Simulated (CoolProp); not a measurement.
Toluene at 293.15 K and 2.83 MPa is throttled through a valve to 1.13 MPa with no heat exchange. Each further row changes one setting.

Computed with CoolProp (reference Helmholtz-energy equation of state, Lemmon 2006). It is a short technical equation, of lower accuracy than the large ones.

| case | temperature change (K) | final density (kg/m³) |
|---|---|---|
| as stated | … | 867 |
| outlet pressure 0.339 MPa | … | … |
| outlet pressure 1.47 MPa | +0.6 | 867 |

### Question
Fill in the missing entries.

### Answer

- as stated, temperature change (K): +0.8
- outlet pressure 0.339 MPa, temperature change (K): +1.2
- outlet pressure 0.339 MPa, final density (kg/m³): 866
